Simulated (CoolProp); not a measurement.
Saturation properties of the fluoroketone C6F12O (FK-5-1-12) (Tc = 168.7 °C, pc = 18.69 bar, ω = 0.471).

Model: reference Helmholtz-energy equation of state, McLinden 2015, in CoolProp.

```json
[
 {"T (°C)": "-58.15", "p (bar)": "0.001949", "vapour density (kg/m³)": "[?]", "enthalpy of vaporisation (kJ/kg)": "117.3"},
 {"T (°C)": "-49.35", "p (bar)": "0.004371", "vapour density (kg/m³)": "0.07432", "enthalpy of vaporisation (kJ/kg)": "[?]"},
 {"T (°C)": "-40.65", "p (bar)": "0.009010", "vapour density (kg/m³)": "[?]", "enthalpy of vaporisation (kJ/kg)": "112.4"},
 {"T (°C)": "-31.95", "p (bar)": "0.01739", "vapour density (kg/m³)": "0.2750", "enthalpy of vaporisation (kJ/kg)": "110.1"},
 {"T (°C)": "-23.25", "p (bar)": "0.03170", "vapour density (kg/m³)": "0.4846", "enthalpy of vaporisation (kJ/kg)": "[?]"},
 {"T (°C)": "-14.55", "p (bar)": "0.05489", "vapour density (kg/m³)": "0.8131", "enthalpy of vaporisation (kJ/kg)": "105.4"},
 {"T (°C)": "-5.85", "p (bar)": "0.09086", "vapour density (kg/m³)": "[?]", "enthalpy of vaporisation (kJ/kg)": "103.1"},
 {"T (°C)": "2.95", "p (bar)": "0.1452", "vapour density (kg/m³)": "2.032", "enthalpy of vaporisation (kJ/kg)": "100.8"}
]
```

Fill in the missing entries.


- -58.15, vapour density (kg/m³): 0.03447
- -49.35, enthalpy of vaporisation (kJ/kg): 114.8
- -40.65, vapour density (kg/m³): 0.1476
- -23.25, enthalpy of vaporisation (kJ/kg): 107.7
- -5.85, vapour density (kg/m³): 1.307

It boils at 49.1 °C under 1 atm.
